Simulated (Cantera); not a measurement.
Mixture: CH4 : C2H6 : O2 : N2 : H2O = 1 : 0.11 : 1.7 : 9.2 : 2.8 (molar parts), equivalence ratio 1.4, at 10.0 bar, adiabatic and at constant volume. Ignition delay is the time to a rise of 400 K.

Computed with Cantera and GRI-Mech 3.0 (53 species, 325 reactions).

Q: What does this change do: pressure from 10.0 bar to 0.840 bar?

A: 
| quantity | before | after |
|---|---|---|
| delay at 1275 K | 0.584 ms | 5.94 ms |
| delay at 1325 K | 0.377 ms | 3.63 ms |
| delay at 1375 K | 0.252 ms | 2.19 ms |
| delay at 1425 K | 0.171 ms | 1.31 ms |
| delay at 1475 K | 0.117 ms | 0.784 ms |
| delay at 1525 K | 79.5 µs | 0.479 ms |
| delay at 1575 K | 54.2 µs | 0.301 ms |
| apparent activation energy between 1475 and 1575 K | 150 kJ/mol | 190 kJ/mol |

Q: What does this change do: N2 9.2 to 4.7 parts?

A: 
```tsv
quantity	before	after
delay at 1275 K	0.584 ms	0.392 ms
delay at 1325 K	0.377 ms	0.246 ms
delay at 1375 K	0.252 ms	0.160 ms
delay at 1425 K	0.171 ms	0.107 ms
delay at 1475 K	0.117 ms	72.9 µs
delay at 1525 K	79.5 µs	50.0 µs
delay at 1575 K	54.2 µs	34.5 µs
apparent activation energy between 1475 and 1575 K	150 kJ/mol	140 kJ/mol
```
